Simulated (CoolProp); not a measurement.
A single-stage vapour-compression cycle with R143a: evaporating at 216.15 K (dew point), condensing at 270.15 K (bubble point), superheat 8 K, subcooling 5 K, compressor efficiency 0.75, no pressure losses. Each further row changes one setting.

Values from CoolProp's reference Helmholtz-energy equation of state, Lemmon and Jacobsen 2000.

| case | cooling COP | pressure ratio | discharge temperature (K) | refrigerating effect (kJ/kg) | volumetric capacity (kJ/m³) |
|---|---|---|---|---|---|
| as stated | 2.44 | 9.05 | 313.0 | 172 | 500 |
| evaporating temperature 221.15 K | 2.81 | 7.01 | 308.3 | 176 | 647 |
| condensing temperature 265.15 K | 2.76 | 7.70 | 306.1 | 180 | 521 |
| subcooling 10 K | 2.54 | 9.05 | 313.0 | 180 | 521 |
| superheat 18 K | 2.44 | 9.05 | 324.2 | 181 | 499 |
| compressor efficiency 0.65 | 2.11 | 9.05 | 323.4 | 172 | 500 |
